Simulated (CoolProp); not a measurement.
C3F8 (R218) along the isotherm 440 K: density (kg/m³) from the reference equation and from simpler models built on Tc = 345.0 K, pc = 2640 kPa, ω = 0.317; each cubic takes its own stable root.

Computed with CoolProp (reference Helmholtz-energy equation of state, Lemmon 2006). It is a short technical equation, of lower accuracy than the large ones.

```json
[
 {"p (kPa)": "63.2", "phase": "gas", "reference": "3.259"},
 {"p (kPa)": "102", "phase": "gas", "reference": "5.269"},
 {"p (kPa)": "165", "phase": "gas", "reference": "8.552"},
 {"p (kPa)": "267", "phase": "gas", "reference": "13.91"},
 {"p (kPa)": "431", "phase": "gas", "reference": "22.65"},
 {"p (kPa)": "696", "phase": "gas", "reference": "37.09"},
 {"p (kPa)": "1120", "phase": "gas", "reference": "61.10"},
 {"p (kPa)": "1820", "phase": "gas", "reference": "103.4"},
 {"p (kPa)": "2940", "phase": "supercritical", "reference": "179.0"},
 {"p (kPa)": "4740", "phase": "supercritical", "reference": "322.7"},
 {"p (kPa)": "7660", "phase": "supercritical", "reference": "573.8"},
 {"p (kPa)": "12400", "phase": "supercritical", "reference": "837.7"},
 {"p (kPa)": "20000", "phase": "supercritical", "reference": "1028"}
]
```

Task: How far does each simpler model (ideal gas, van der Waals, Redlich-Kwong, Soave-Redlich-Kwong, Peng-Robinson) lie from the reference over these 13 states: mean and median of the absolute difference, and the worst?

Result: 
- ideal gas: mean 9.2 %, median 3.6 %, worst -31.4 % at 440 K and 7660 kPa
- van der Waals: mean 4.2 %, median 1.5 %, worst +14.9 % at 440 K and 4740 kPa
- Redlich-Kwong: mean 2.5 %, median 1.4 %, worst +7.5 % at 440 K and 7660 kPa
- Soave-Redlich-Kwong: mean 1.7 %, median 0.2 %, worst -7.2 % at 440 K and 7660 kPa
- Peng-Robinson: mean 1.2 %, median 0.7 %, worst +6.7 % at 440 K and 20000 kPa
